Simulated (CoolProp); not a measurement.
A simple Rankine cycle with R11: condensing at 301.15 K, boiler at 0.772 MPa, turbine inlet 375.2 K, turbine efficiency 0.9, pump efficiency 0.8, no recuperator. Each further row changes one setting.

Model: reference Helmholtz-energy equation of state, Jacobsen 1992, in CoolProp.

```json
[
 {"case": "as stated", "thermal efficiency (%)": "14.5", "net work (kJ/kg)": "(withheld)", "heat in (kJ/kg)": "216", "turbine exit temperature (K)": "309.3", "volume ratio over the turbine": "6.07"},
 {"case": "turbine inlet 395.2 K", "thermal efficiency (%)": "14.6", "net work (kJ/kg)": "33.7", "heat in (kJ/kg)": "(withheld)", "turbine exit temperature (K)": "328.6", "volume ratio over the turbine": "5.99"},
 {"case": "condensing temperature 293.15 K", "thermal efficiency (%)": "16.0", "net work (kJ/kg)": "(withheld)", "heat in (kJ/kg)": "223", "turbine exit temperature (K)": "300.9", "volume ratio over the turbine": "7.89"},
 {"case": "boiler pressure 0.54 MPa", "thermal efficiency (%)": "12.1", "net work (kJ/kg)": "26.7", "heat in (kJ/kg)": "220", "turbine exit temperature (K)": "323.1", "volume ratio over the turbine": "4.22"},
 {"case": "turbine efficiency 0.8", "thermal efficiency (%)": "12.8", "net work (kJ/kg)": "27.7", "heat in (kJ/kg)": "216", "turbine exit temperature (K)": "315.1", "volume ratio over the turbine": "6.20"}
]
```

Task: Complete the blanks.

Result: 
- as stated, net work (kJ/kg): 31.3
- turbine inlet 395.2 K, heat in (kJ/kg): 230
- condensing temperature 293.15 K, net work (kJ/kg): 35.7
